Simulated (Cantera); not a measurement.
A perfectly stirred reactor is fed with NH3 : H2 = 1 : 13 (molar parts), at 26000 Pa; it is held at 1800 K, and followed from long to short residence time.

Model: the gas-phase N/H chemistry of the illustrative SiF4/NH3 mechanism in the Surface Chemkin manual (1991), integrated in Cantera. Walls and surfaces, which speed up NH3 decomposition in real reactors, are not modelled.

x: mole fraction; the columns are a selection and need not sum to one.

```json
[
 {"τ (s)": "2.2", "x NH3": "0.0399", "x H2": "0.945", "x NH2": "4.73e-5", "x H": "0.000420", "x N": "9.25e-8"},
 {"τ (s)": "1.0", "x NH3": "0.0517", "x H2": "0.939", "x NH2": "5.70e-5", "x H": "0.000387", "x N": "9.60e-8"},
 {"τ (s)": "0.48", "x NH3": "0.0601", "x H2": "0.934", "x NH2": "6.33e-5", "x H": "0.000368", "x N": "9.68e-8"},
 {"τ (s)": "0.23", "x NH3": "0.0655", "x H2": "0.931", "x NH2": "6.67e-5", "x H": "0.000354", "x N": "9.51e-8"},
 {"τ (s)": "0.11", "x NH3": "0.0686", "x H2": "0.930", "x NH2": "6.75e-5", "x H": "0.000342", "x N": "9.00e-8"},
 {"τ (s)": "0.050", "x NH3": "0.0702", "x H2": "0.929", "x NH2": "6.54e-5", "x H": "0.000323", "x N": "___"},
 {"τ (s)": "0.024", "x NH3": "0.0709", "x H2": "0.929", "x NH2": "5.96e-5", "x H": "0.000292", "x N": "___"},
 {"τ (s)": "0.011", "x NH3": "0.0713", "x H2": "0.928", "x NH2": "4.71e-5", "x H": "0.000229", "x N": "___"},
 {"τ (s)": "0.0052", "x NH3": "0.0714", "x H2": "0.928", "x NH2": "2.98e-5", "x H": "0.000145", "x N": "___"},
 {"τ (s)": "0.0025", "x NH3": "0.0714", "x H2": "0.928", "x NH2": "1.56e-5", "x H": "7.59e-5", "x N": "___"},
 {"τ (s)": "0.0012", "x NH3": "0.0714", "x H2": "0.929", "x NH2": "7.65e-6", "x H": "3.71e-5", "x N": "1.22e-10"}
]
```

Problem. Fill in the missing entries.

Solution. 
- 0.050, x N: 7.82e-8
- 0.024, x N: 5.82e-8
- 0.011, x N: 2.85e-8
- 0.0052, x N: 7.20e-9
- 0.0025, x N: 1.04e-9
